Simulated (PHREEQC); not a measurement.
Dissolve 170 mmol/kgw CdCl2 and 0.69 mmol/kgw HBr at 25 °C. Closed to the air; pH follows from the charge balance.

Computed with PHREEQC (ion-association model, phreeqc.dat).

```
Item                      Value
----------------  -------------
pH                         3.26
ionic strength    0.180 mol/kgw
density             1.024 g/cm³
total alkalinity  -0.690 meq/kg
```

| species | molality | activity | log γ |
|---|---|---|---|
| Cl- | 0.152 | 0.110 | -0.141 |
| CdCl+ | 0.107 | 0.0803 | -0.124 |
| CdCl2 | 0.0353 | 0.0368 | 0.018 |
| Cd+2 | 0.0240 | 0.00763 | -0.498 |
| CdCl3- | 0.00341 | 0.00256 | -0.124 |
| H+ | 0.000690 | 0.000553 | -0.096 |
| CdBr+ | 0.000354 | 0.000266 | -0.124 |
| Br- | 0.000335 | 0.000236 | -0.153 |

No solid was allowed to form. Species that the database lacks are ignored.
